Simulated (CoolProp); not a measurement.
Vapour-liquid equilibrium of methanol (1) + m-xylene (2) at 435.7 K; x and y are mole fractions of (1).

Values from CoolProp's multi-fluid Helmholtz-energy mixture model, de Reuck 1993 and Zhou 2012; pair parameters Bell 2016.

```csv
x,bubble pressure (kPa),y at the bubble point,dew pressure at overall composition x (kPa),liquid density (mol/L)
0.05,436.1,0.567,193.3,7.103
0.15,787.1,[?],[?],7.575
0.25,1004,[?],248.1,[?]
0.35,1147,0.835,287.5,[?]
0.45,[?],0.853,341.3,9.526
0.55,1349,0.870,419.4,10.46
0.65,[?],0.888,543.3,11.64
0.75,1550,0.911,768.5,13.15
0.85,1667,0.940,1236,15.13
0.95,1796,0.978,1703,17.82
```

**Question.** Complete the blanks.

**Answer.** 
- 0.15, y at the bubble point: 0.756
- 0.15, dew pressure at overall composition x (kPa): 217.7
- 0.25, y at the bubble point: 0.809
- 0.25, liquid density (mol/L): 8.120
- 0.35, liquid density (mol/L): 8.760
- 0.45, bubble pressure (kPa): 1254
- 0.65, bubble pressure (kPa): 1445

No azeotrope shows between x = 0.05 and 0.95.

The pair parameters rest on a limited set of measurements; away from them the model extrapolates. With so large a gap from Raoult's law the liquid may split in two, which this calculation doesn't test in full.
